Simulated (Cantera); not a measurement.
**Low-pressure radical oxidation in H2/O2**

An isothermal, constant-pressure homogeneous reactor starts with H2 : O2 = 0.04 : 1 (molar parts), at 1375 K and 20.0 Torr.

Cantera simulation using GRI-Mech 3.0 (53 species, 325 reactions); the numbers are that mechanism's predictions, not measurements. Radical loss at walls, strong at low pressure, is not modelled. The temperature is held fixed by assumption; the heat of reaction is taken as removed at once.

| t (s) | x H2 | x O2 | x H2O | x HO2 | x OH | x H2O2 | x O |
|---|---|---|---|---|---|---|---|
| 9.00e-5 | 0.0385 | 0.962 | 1.53e-7 | 1.10e-7 | 1.60e-7 | 1.14e-10 | 1.91e-7 |
| 0.000189 | 0.0385 | 0.962 | 1.77e-6 | 2.33e-7 | 1.22e-6 | 4.84e-10 | 1.51e-6 |
| 0.000398 | 0.0383 | 0.961 | 9.84e-5 | 6.33e-7 | 6.04e-5 | 2.12e-9 | 7.49e-5 |
| 0.000838 | 0.00611 | 0.935 | 0.0261 | 3.94e-6 | 0.00744 | 1.92e-7 | 0.0208 |
| 0.00176 | 0.000515 | 0.929 | 0.0340 | 3.19e-6 | 0.00437 | 8.69e-8 | 0.0285 |
| 0.00371 | 0.000475 | 0.931 | 0.0344 | 3.11e-6 | 0.00421 | 8.56e-8 | 0.0263 |
| 0.00781 | 0.000410 | 0.936 | 0.0350 | 2.95e-6 | 0.00392 | 8.33e-8 | 0.0224 |
| 0.0164 | 0.000307 | 0.942 | 0.0360 | 2.63e-6 | 0.00340 | 7.78e-8 | 0.0165 |
| 0.0346 | 0.000182 | 0.950 | 0.0371 | 2.07e-6 | 0.00263 | 6.64e-8 | 0.00953 |
| 0.0727 | 7.94e-5 | 0.956 | 0.0381 | 1.34e-6 | 0.00174 | 4.84e-8 | 0.00409 |
| 0.153 | 2.66e-5 | 0.959 | 0.0386 | 6.73e-7 | 0.00101 | 2.92e-8 | 0.00136 |
| 0.322 | 7.79e-6 | 0.960 | 0.0389 | 2.77e-7 | 0.000548 | 1.49e-8 | 0.000396 |
| 0.678 | 2.26e-6 | 0.961 | 0.0391 | 1.08e-7 | 0.000296 | 6.85e-9 | 0.000115 |
| 1.43 | 7.07e-7 | 0.961 | 0.0391 | 5.35e-8 | 0.000166 | 3.01e-9 | 3.59e-5 |
| 3.00 | 2.51e-7 | 0.961 | 0.0392 | 4.39e-8 | 9.89e-5 | 1.37e-9 | 1.28e-5 |
x: mole fraction; the columns are a selection and need not sum to one.

Equilibrium at this temperature and pressure: H2 7.54e-8, O2 0.961, H2O 0.0392, HO2 5.81e-8, OH 5.43e-5, H2O2 5.92e-10, O 3.85e-6 (gas phase only).
